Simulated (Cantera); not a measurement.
What does this Cantera script print?

```python
import numpy as np
import cantera as ct

gas_names = """
    AL ALO ALO2 AL2 AL2O AL2O2 O O2 O3 Ti TiO TiO2
""".split()
cond_names = """
    AL(cr) AL(L) AL2O3(a) AL2O3(L) Ti(a) Ti(b) Ti(L) TiO(a) TiO(b) TiO(L) TiO2(ru) TiO2(L) Ti2O3(a)
    Ti2O3(b) Ti2O3(L) Ti3O5(a) Ti3O5(b) Ti3O5(L) Ti4O7(s) Ti4O7(L)
""".split()


# ... load() reads the species with a 1 bar reference pressure and builds the phases ...
atoms = {
    'TiO2': {'Ti': 1, 'O': 2},
    'Al2O3': {'AL': 2, 'O': 3},
    'O2': {'O': 2},
}
top_T = {}  # K; cautious upper limits of use, not melting points


# ... equilibrate(T, P, feed) seeds the gas with the atoms and calls Mixture.equilibrate('TP', solver="vcs", rtol=1e-11, max_steps=5000) ...
results = []
feed = {'TiO2': 1, 'Al2O3': 1.8, 'O2': 0.77}  # mol
T = 1475  # K
P = 35000  # Pa
mix = equilibrate(T, P, feed)
results.append((T, P, feed, dict(zip(mix.species_names, mix.species_moles))))
print(gas.report(threshold=0.0001))
for i in range(1, mix.n_phases):
    print(f"{mix.phase(i).name:16s} {mix.phase_moles(i):12.5e} mol")
```

Result:

```
       temperature   1475 K
          pressure   35000 Pa
           density   0.09132 kg/m^3
  mean mol. weight   31.998 kg/kmol
   phase of matter   gas

                          1 kg             1 kmol
                     ---------------   ---------------
          enthalpy        1.2394e+06        3.9657e+07  J
   internal energy        8.5609e+05        2.7393e+07  J
           entropy            8318.2        2.6616e+05  J/K
    Gibbs function        -1.103e+07       -3.5293e+08  J
 heat capacity c_p            1138.6             36433  J/K
 heat capacity c_v            878.76             28119  J/K

                      mass frac. Y      mole frac. X     chem. pot. / RT
                     ---------------   ---------------   ---------------
                O2                 1                 1           -28.779
     [  +11 minor]        2.4284e-06        4.8537e-06

AL(L)             0.00000e+00 mol
AL2O3(a)          1.80000e+00 mol
Ti(b)             0.00000e+00 mol
TiO(b)            0.00000e+00 mol
TiO2(ru)          1.00000e+00 mol
Ti2O3(b)          0.00000e+00 mol
Ti3O5(b)          0.00000e+00 mol
Ti4O7(s)          0.00000e+00 mol
```

These are equilibrium values from Cantera (NASA tables, ideal gas, pure condensed phases), not measurements of a reactor. Mutual solubility and eutectic melting of coexisting phases are not modelled. Condensed phases not in the tables: mixed aluminates and titanates, alloys, solid solutions and most ternary compounds.
